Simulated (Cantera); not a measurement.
Cantera run:

```python
import numpy as np
import cantera as ct

gas_names = """
    C CN CO CO2 C2 CCN CNC C2N2 C2O C3 C3O2 C4 C4N2 C5 N NCO NO NO2 NO3 N2 N2O O O2 O3 Pb PbO Pb2
""".split()
cond_names = """
    C(gr) Pb(cr) Pb(L) PbO(rd) PbO(yw) PbO(L) PbO2(s) Pb3O4(s)
""".split()


def load(file, names, dense=False):
    # The tables refer to 1 bar. Condensed volumes are neglected.
    table = {s.name: s for s in ct.Species.list_from_file(file)}
    out = []
    for n in names:
        d = dict(table[n].input_data)
        d["thermo"] = dict(d["thermo"], **{"reference-pressure": 1e5})
        if dense:
            d["equation-of-state"] = {"model": "constant-volume", "density": "1e6 g/cm^3"}
        out.append(ct.Species.from_dict(d))
    return out


gas = ct.Solution(thermo="ideal-gas", species=load("nasa_gas.yaml", gas_names))
cond = {s.name: ct.Solution(thermo="fixed-stoichiometry", species=[s], name=s.name)
        for s in load("nasa_condensed.yaml", cond_names, dense=True)}
atoms = {
    'PbO': {'Pb': 1, 'O': 1},
    'CO': {'C': 1, 'O': 1},
    'N2': {'N': 2},
}
top_T = {'C(gr)': 4500, 'Pb3O4(s)': 820}  # K; cautious upper limits of use, not melting points


def equilibrate(T, P, feed):
    n = {}
    for name, mol in feed.items():
        for a, k in atoms[name].items():
            n[a] = n.get(a, 0.0) + k * mol
    gas.TPX = T, P, n
    mass = sum(n.values()) * gas.mean_molecular_weight
    gas.equilibrate("TP")
    valid = [c for c in cond.values() if c.min_temp <= T <= top_T.get(c.name, c.max_temp)]
    mix = ct.Mixture([(gas, mass / gas.mean_molecular_weight)] + [(c, 0.0) for c in valid])
    mix.T, mix.P = T, P
    mix.equilibrate("TP", solver="vcs", rtol=1e-11, max_steps=5000)
    return mix


results = []
feed = {'PbO': 1, 'CO': 9.7, 'N2': 1.4}  # mol
P = 133.322  # Pa
for T in [1848, 1898, 1948, 1998, 2048, 2098, 2148, 2198, 2248, 2298, 2348, 2398, 2448, 2498]:
    mix = equilibrate(T, P, feed)
    results.append((T, P, feed, dict(zip(mix.species_names, mix.species_moles))))

top = {s: max(r[3][s] / sum(r[3][g] for g in gas_names) for r in results) for s in gas_names}
cols = sorted((s for s in top if top[s] > 1e-05), key=lambda s: -top[s])[:6]
seen = [c for c in cond_names if any(r[3].get(c, 0) > 1e-12 for r in results)]
print("log10 of partial pressures in bar; condensed amounts in mol")
print(f"{'T/K':>10s}" + "".join(f"{s[:9]:>10s}" for s in cols + seen))
for T, P, feed, n in results:
    ng = sum(n[g] for g in gas_names)
    print(f"{T:10.4g}" + "".join(f"{np.log10(max(n[s] / ng * P / 1e5, 1e-99)):10.3f}" for s in cols)
          + "".join(f"{n.get(c, 0):10.4g}" for c in seen))
```

Result:

```
log10 of partial pressures in bar; condensed amounts in mol
       T/K        CO        N2        Pb       CO2         O        O2
      1848    -3.018    -3.812    -3.958    -3.958    -8.139    -8.833
      1898    -3.018    -3.812    -3.959    -3.959    -7.742    -8.419
      1948    -3.018    -3.812    -3.959    -3.959    -7.366    -8.027
      1998    -3.018    -3.812    -3.959    -3.960    -7.009    -7.655
      2048    -3.018    -3.812    -3.959    -3.961    -6.669    -7.302
      2098    -3.018    -3.812    -3.960    -3.963    -6.347    -6.969
      2148    -3.018    -3.812    -3.960    -3.966    -6.042    -6.655
      2198    -3.018    -3.813    -3.961    -3.972    -5.754    -6.362
      2248    -3.017    -3.814    -3.962    -3.983    -5.484    -6.092
      2298    -3.016    -3.815    -3.963    -4.002    -5.234    -5.851
      2348    -3.015    -3.817    -3.965    -4.031    -5.007    -5.644
      2398    -3.014    -3.820    -3.968    -4.074    -4.805    -5.477
      2448    -3.012    -3.823    -3.971    -4.134    -4.630    -5.356
      2498    -3.010    -3.827    -3.974    -4.213    -4.484    -5.281
```

Cantera equilibrium calculation (NASA polynomials, part measured and part estimated; ideal gas, pure solids and liquids).
